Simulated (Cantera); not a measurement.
A perfectly stirred reactor is fed with CH₄ : O₂ : N₂ = 1 : 2.7 : 10.2 (molar parts), at 5.80 bar; it is adiabatic with a 748 K inlet, and is followed from long to short residence time, starting on the burning branch (τ in s: 0.17, 0.052, 0.016, 0.0049, 0.0015, 0.00046, 0.00014, 4.4e-05, 1.3e-05, 4.1e-06).

Detailed kinetics in Cantera: GRI-Mech 3.0 (53 species, 325 reactions).

Problem. What does this change do: N2 10.2 to 15 parts?

Solution. 
```csv
quantity,before,after
"blow-out, bracketed by the residence times tried","burning at 44.0 µs, out at 13.0 µs","burning at 0.140 ms, out at 44.0 µs"
x(CH₄) at τ = 0.170 s,3.97e-7,2.02e-6
x(O₂) at τ = 0.170 s,0.0480,0.0373
x(CH₂O) at τ = 0.170 s,6.20e-8,2.25e-7
x(CH₃) at τ = 0.170 s,1.65e-7,5.62e-7
x(CO) at τ = 0.170 s,0.00101,0.000120
x(CH₄) at τ = 0.460 ms,7.43e-5,0.000157
x(O₂) at τ = 0.460 ms,0.0516,0.0395
x(CH₂O) at τ = 0.460 ms,1.27e-5,2.09e-5
x(CH₃) at τ = 0.460 ms,2.84e-5,3.66e-5
x(CO) at τ = 0.460 ms,0.00468,0.00416
```

Problem. What does this change do: inlet temperature 748 to 400 K?

Solution. 
```json
[
 {"quantity": "blow-out, bracketed by the residence times tried", "before": "burning at 44.0 µs, out at 13.0 µs", "after": "burning at 0.140 ms, out at 44.0 µs"},
 {"quantity": "x(CH₄) at τ = 0.170 s", "before": "3.97e-7", "after": "1.57e-6"},
 {"quantity": "x(O₂) at τ = 0.170 s", "before": "0.0480", "after": "0.0500"},
 {"quantity": "x(CH₂O) at τ = 0.170 s", "before": "6.20e-8", "after": "1.87e-7"},
 {"quantity": "x(CH₃) at τ = 0.170 s", "before": "1.65e-7", "after": "4.76e-7"},
 {"quantity": "x(CO) at τ = 0.170 s", "before": "0.00101", "after": "0.000189"},
 {"quantity": "x(CH₄) at τ = 0.460 ms", "before": "7.43e-5", "after": "0.000159"},
 {"quantity": "x(O₂) at τ = 0.460 ms", "before": "0.0516", "after": "0.0524"},
 {"quantity": "x(CH₂O) at τ = 0.460 ms", "before": "1.27e-5", "after": "2.24e-5"},
 {"quantity": "x(CH₃) at τ = 0.460 ms", "before": "2.84e-5", "after": "4.25e-5"},
 {"quantity": "x(CO) at τ = 0.460 ms", "before": "0.00468", "after": "0.00455"}
]
```
